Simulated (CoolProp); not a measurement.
Properties of isopentane along the isobar 1.78 bar (Tc = 460.3 K, pc = 33.78 bar, ω = 0.227).

Model: reference Helmholtz-energy equation of state, Lemmon 2006, in CoolProp. It is a short technical equation, of lower accuracy than the large ones.

```json
[
 {"T (K)": "235.2", "phase": "liquid", "density (kg/m³)": "675.5", "cv (kJ/(kg K))": "1.463", "speed of sound (m/s)": "1272", "Joule-Thomson coefficient (K/MPa)": "-0.5088", "expansivity (1/kK)": "1.357", "fugacity coefficient": "0.02755"},
 {"T (K)": "254.1", "phase": "liquid", "density (kg/m³)": "658.0", "cv (kJ/(kg K))": "1.532", "speed of sound (m/s)": "1176", "Joule-Thomson coefficient (K/MPa)": "-0.4707", "expansivity (1/kK)": "1.423", "fugacity coefficient": "0.07898"},
 {"T (K)": "273", "phase": "liquid", "density (kg/m³)": "640.0", "cv (kJ/(kg K))": "1.604", "speed of sound (m/s)": "1083", "Joule-Thomson coefficient (K/MPa)": "-0.4279", "expansivity (1/kK)": "1.508", "fugacity coefficient": "0.1903"},
 {"T (K)": "291.9", "phase": "liquid", "density (kg/m³)": "621.4", "cv (kJ/(kg K))": "1.679", "speed of sound (m/s)": "991.3", "Joule-Thomson coefficient (K/MPa)": "-0.3789", "expansivity (1/kK)": "1.618", "fugacity coefficient": "0.3993"},
 {"T (K)": "310.8", "phase": "liquid", "density (kg/m³)": "601.9", "cv (kJ/(kg K))": "1.755", "speed of sound (m/s)": "900.8", "Joule-Thomson coefficient (K/MPa)": "-0.3211", "expansivity (1/kK)": "1.761", "fugacity coefficient": "0.7497"},
 {"T (K)": "329.8", "phase": "gas", "density (kg/m³)": "4.968", "cv (kJ/(kg K))": "1.710", "speed of sound (m/s)": "191.4", "Joule-Thomson coefficient (K/MPa)": "23.86", "expansivity (1/kK)": "3.701", "fugacity coefficient": "0.9458"},
 {"T (K)": "348.7", "phase": "gas", "density (kg/m³)": "4.648", "cv (kJ/(kg K))": "1.791", "speed of sound (m/s)": "198.3", "Joule-Thomson coefficient (K/MPa)": "19.33", "expansivity (1/kK)": "3.366", "fugacity coefficient": "0.9551"},
 {"T (K)": "367.6", "phase": "gas", "density (kg/m³)": "4.373", "cv (kJ/(kg K))": "1.873", "speed of sound (m/s)": "204.8", "Joule-Thomson coefficient (K/MPa)": "15.98", "expansivity (1/kK)": "3.103", "fugacity coefficient": "0.9623"},
 {"T (K)": "386.5", "phase": "gas", "density (kg/m³)": "4.132", "cv (kJ/(kg K))": "1.956", "speed of sound (m/s)": "210.9", "Joule-Thomson coefficient (K/MPa)": "13.43", "expansivity (1/kK)": "2.887", "fugacity coefficient": "0.9681"},
 {"T (K)": "405.4", "phase": "gas", "density (kg/m³)": "3.920", "cv (kJ/(kg K))": "2.038", "speed of sound (m/s)": "216.7", "Joule-Thomson coefficient (K/MPa)": "11.44", "expansivity (1/kK)": "2.707", "fugacity coefficient": "0.9727"},
 {"T (K)": "424.3", "phase": "gas", "density (kg/m³)": "3.730", "cv (kJ/(kg K))": "2.119", "speed of sound (m/s)": "222.2", "Joule-Thomson coefficient (K/MPa)": "9.857", "expansivity (1/kK)": "2.552", "fugacity coefficient": "0.9765"},
 {"T (K)": "443.3", "phase": "gas", "density (kg/m³)": "3.558", "cv (kJ/(kg K))": "2.199", "speed of sound (m/s)": "227.6", "Joule-Thomson coefficient (K/MPa)": "8.574", "expansivity (1/kK)": "2.416", "fugacity coefficient": "0.9796"},
 {"T (K)": "462.2", "phase": "gas", "density (kg/m³)": "3.403", "cv (kJ/(kg K))": "2.277", "speed of sound (m/s)": "232.7", "Joule-Thomson coefficient (K/MPa)": "7.530", "expansivity (1/kK)": "2.297", "fugacity coefficient": "0.9822"},
 {"T (K)": "481.1", "phase": "gas", "density (kg/m³)": "3.262", "cv (kJ/(kg K))": "?", "speed of sound (m/s)": "?", "Joule-Thomson coefficient (K/MPa)": "6.666", "expansivity (1/kK)": "2.191", "fugacity coefficient": "0.9844"},
 {"T (K)": "500", "phase": "gas", "density (kg/m³)": "3.133", "cv (kJ/(kg K))": "?", "speed of sound (m/s)": "?", "Joule-Thomson coefficient (K/MPa)": "5.943", "expansivity (1/kK)": "2.095", "fugacity coefficient": "0.9863"}
]
```

### Question
Some entries are withheld; supply them.

### Answer

- 481.1, cv (kJ/(kg K)): 2.353
- 481.1, speed of sound (m/s): 237.8
- 500, cv (kJ/(kg K)): 2.428
- 500, speed of sound (m/s): 242.6
